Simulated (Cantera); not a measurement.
Input (Python, Cantera):

```python
import numpy as np
import cantera as ct

gas = ct.Solution("h2o2.yaml")
gas.TPX = 1448, 150, {'H2': 0.01, 'O2': 1}
reactor = ct.IdealGasConstPressureReactor(gas, energy="off", clone=False)
net = ct.ReactorNet([reactor])
net.rtol, net.atol = 1e-08, 1e-18
show = ['H2', 'O2', 'H', 'O', 'H2O']
times = np.geomspace(1e-06, 30, 9)

steps = ct.SolutionArray(gas, extra=["t"])
rows = []
print(f"{'t/s':>10s}{'T/K':>9s}{'P/Pa':>11s}" + "".join(f"{s:>11s}" for s in show))
for t in times:
    while net.time < t:
        t_next = net.step()
        steps.append(gas.state, t=t_next)
    rows.append([np.interp(t, steps.t, y) for y in (steps.T, steps.P, *steps(*show).X.T)])
    print(f"{t:10.3e}{rows[-1][0]:9.1f}{rows[-1][1]:11.4g}" + "".join(f"{x:11.3e}" for x in rows[-1][2:]))
rate = np.gradient(steps.T, steps.t)
print("integrator steps:", len(steps.t))
if steps.T.max() > steps.T[0] + 200:
    print(f"time of steepest temperature rise: {steps.t[rate.argmax()]:.4e} s")
gas.TPX = 1448, 150, {'H2': 0.01, 'O2': 1}
gas.equilibrate("TP")
print(f"equilibrium (TP): T = {gas.T:.1f} K  " + "  ".join(f"{s} {gas[s].X[0]:.3e}" for s in show))
```

Output:

```
       t/s      T/K       P/Pa         H2         O2          H          O        H2O
 1.000e-06   1448.0        150  9.901e-03  9.901e-01  4.885e-11  1.638e-13  2.757e-17
 8.603e-06   1448.0        150  9.901e-03  9.901e-01  4.099e-10  1.184e-11  1.641e-14
 7.401e-05   1448.0        150  9.901e-03  9.901e-01  2.877e-09  7.605e-10  9.351e-12
 6.367e-04   1448.0        150  9.901e-03  9.901e-01  9.030e-09  2.527e-08  3.065e-09
 5.477e-03   1448.0        150  9.900e-03  9.901e-01  8.085e-08  8.510e-07  6.619e-07
 4.712e-02   1448.0        150  1.134e-04  9.806e-01  2.935e-04  8.497e-03  8.797e-03
 4.054e-01   1448.0        150  3.763e-05  9.806e-01  2.538e-04  8.669e-03  9.013e-03
 3.487e+00   1448.0        150  3.514e-05  9.812e-01  2.280e-04  8.061e-03  9.056e-03
 3.000e+01   1448.0        150  2.096e-05  9.848e-01  1.023e-04  4.694e-03  9.310e-03
integrator steps: 737
equilibrium (TP): T = 1448.0 K  H2 2.379e-07  O2 9.899e-01  H 1.169e-07  O 5.043e-05  H2O 9.892e-03
```

Cantera simulation using the H2/O2 subset of GRI-Mech 3.0, which has no nitrogen chemistry; the numbers are that mechanism's predictions, not measurements. Radical loss at walls, strong at low pressure, is not modelled.
